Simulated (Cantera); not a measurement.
A perfectly stirred reactor is fed with 16.4 % C3H8, 83.6 % H2, at 1.00 bar; it is held at 1200 K, and followed from long to short residence time.

Cantera simulation using GRI-Mech 3.0 (53 species, 325 reactions); the numbers are that mechanism's predictions, not measurements. GRI-Mech 3.0 was tuned for natural gas; its chemistry of propane as a main component is partial and can be far from experiment. GRI-Mech 3.0 stops at C3 and has no aromatics, soot or wall deposition, so with more carbon than oxygen in the feed, carbon stays in small species such as C2H2 where larger ones or solid carbon would form.

x: mole fraction; the columns are a selection and need not sum to one.

```
τ (s)        x C3H8   x H2      x C2H6      x C2H2         x H
-------  ----------  -----  ----------  ----------  ----------
1.0         0.00162  0.677     0.00893     0.00948     1.70e-6
0.28     (withheld)  0.698     0.00995  (withheld)  (withheld)
0.076        0.0106  0.714     0.00978     0.00534     3.21e-6
0.021        0.0269  0.733     0.00782     0.00246     4.07e-6
0.0056   (withheld)  0.765  (withheld)  (withheld)     4.46e-6
0.0015        0.118  0.803     0.00151     8.87e-5     4.28e-6
0.00041       0.149  0.826    0.000420     7.40e-6     3.91e-6
0.00011       0.161  0.834     8.75e-5     3.61e-7     3.09e-6
```

Task: Complete the blanks.

Result: 
- 0.28, x C3H8: 0.00409
- 0.28, x C2H2: 0.00817
- 0.28, x H: 2.36e-6
- 0.0056, x C3H8: 0.0655
- 0.0056, x C2H6: 0.00425
- 0.0056, x C2H2: 0.000654
